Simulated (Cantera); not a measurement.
## Adiabatic ignition

An adiabatic, constant-pressure homogeneous reactor starts with 6.92 % CH4, 1.18 % C2H6, 14.9 % O2, 56.2 % N2, 20.7 % H2O, at 1698 K and 1.01 bar.

Detailed kinetics in Cantera: GRI-Mech 3.0 (53 species, 325 reactions).

```json
[
 {"t (s)": "1.00e-6", "T (K)": "1696", "x CH4": "0.0691", "x C2H6": "0.0116", "x O2": "0.149", "x H2": "3.30e-6", "x HO2": "9.83e-7"},
 {"t (s)": "3.05e-6", "T (K)": "1694", "x CH4": "0.0691", "x C2H6": "0.0112", "x O2": "0.149", "x H2": "4.33e-5", "x HO2": "7.51e-6"},
 {"t (s)": "9.30e-6", "T (K)": "1688", "x CH4": "0.0683", "x C2H6": "0.00989", "x O2": "0.149", "x H2": "0.000701", "x HO2": "4.00e-5"},
 {"t (s)": "2.83e-5", "T (K)": "1702", "x CH4": "0.0609", "x C2H6": "0.00578", "x O2": "0.142", "x H2": "0.00745", "x HO2": "0.000117"},
 {"t (s)": "8.64e-5", "T (K)": "2389", "x CH4": "<1e-12", "x C2H6": "<1e-12", "x O2": "0.0165", "x H2": "0.0499", "x HO2": "5.39e-6"},
 {"t (s)": "0.000263", "T (K)": "2607", "x CH4": "<1e-12", "x C2H6": "<1e-12", "x O2": "0.00984", "x H2": "0.0420", "x HO2": "3.54e-6"},
 {"t (s)": "0.000803", "T (K)": "2652", "x CH4": "<1e-12", "x C2H6": "<1e-12", "x O2": "0.00823", "x H2": "0.0401", "x HO2": "3.20e-6"},
 {"t (s)": "0.00245", "T (K)": "2649", "x CH4": "<1e-12", "x C2H6": "<1e-12", "x O2": "0.00788", "x H2": "0.0404", "x HO2": "3.07e-6"},
 {"t (s)": "0.00747", "T (K)": "2644", "x CH4": "<1e-12", "x C2H6": "<1e-12", "x O2": "0.00740", "x H2": "0.0408", "x HO2": "2.90e-6"},
 {"t (s)": "0.0228", "T (K)": "2643", "x CH4": "<1e-12", "x C2H6": "<1e-12", "x O2": "0.00730", "x H2": "0.0409", "x HO2": "2.87e-6"},
 {"t (s)": "0.0694", "T (K)": "2643", "x CH4": "<1e-12", "x C2H6": "<1e-12", "x O2": "0.00730", "x H2": "0.0409", "x HO2": "2.87e-6"},
 {"t (s)": "0.212", "T (K)": "2643", "x CH4": "<1e-12", "x C2H6": "<1e-12", "x O2": "0.00730", "x H2": "0.0409", "x HO2": "2.87e-6"},
 {"t (s)": "0.645", "T (K)": "2643", "x CH4": "<1e-12", "x C2H6": "<1e-12", "x O2": "0.00730", "x H2": "0.0409", "x HO2": "2.87e-6"},
 {"t (s)": "1.97", "T (K)": "2643", "x CH4": "<1e-12", "x C2H6": "<1e-12", "x O2": "0.00730", "x H2": "0.0409", "x HO2": "2.87e-6"},
 {"t (s)": "6.00", "T (K)": "2643", "x CH4": "<1e-12", "x C2H6": "<1e-12", "x O2": "0.00730", "x H2": "0.0409", "x HO2": "2.87e-6"}
]
```
x: mole fraction; the columns are a selection and need not sum to one.

```json
{
  "time_of_steepest_temperature_rise": "67.5 µs",
  "temperature at 6.00 s": "2643 K",
  "equilibrium_temperature": "2643 K",
  "x(CH4) at 6.00 s": "<1e-12 (gas-phase equilibrium <1e-12)",
  "x(C2H6) at 6.00 s": "<1e-12 (gas-phase equilibrium <1e-12)",
  "x(O2) at 6.00 s": "0.00730 (gas-phase equilibrium 0.00730)"
}
```
